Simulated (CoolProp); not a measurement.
A single-stage vapour-compression cycle with isobutene: evaporating at 223.15 K (dew point), condensing at 280.15 K (bubble point), superheat 0 K, subcooling 2 K, compressor efficiency 0.6, no pressure losses. Each further row changes one setting.

Model: reference Helmholtz-energy equation of state, Lemmon 2005, in CoolProp. It is a short technical equation, of lower accuracy than the large ones.

| case | cooling COP | pressure ratio | discharge temperature (K) | refrigerating effect (kJ/kg) | volumetric capacity (kJ/m³) |
|---|---|---|---|---|---|
| as stated | 1.93 | 13.2 | 332.5 | 310 | 122 |
| evaporating temperature 228.15 K | ___ | 9.92 | ___ | 317 | ___ |
| condensing temperature 275.15 K | ___ | ___ | 325.0 | 322 | 126 |
| subcooling 7 K | ___ | 13.2 | 332.5 | 322 | 126 |
| superheat 10 K | 1.93 | 13.2 | 343.9 | 324 | 121 |
| compressor efficiency 0.5 | ___ | 13.2 | 350.4 | 310 | 122 |

Problem. Complete the blanks.

Solution. 
- evaporating temperature 228.15 K, cooling COP: 2.21
- evaporating temperature 228.15 K, discharge temperature (K): 326.1
- evaporating temperature 228.15 K, volumetric capacity (kJ/m³): 162
- condensing temperature 275.15 K, cooling COP: 2.17
- condensing temperature 275.15 K, pressure ratio: 11.1
- subcooling 7 K, cooling COP: 2.00
- compressor efficiency 0.5, cooling COP: 1.61
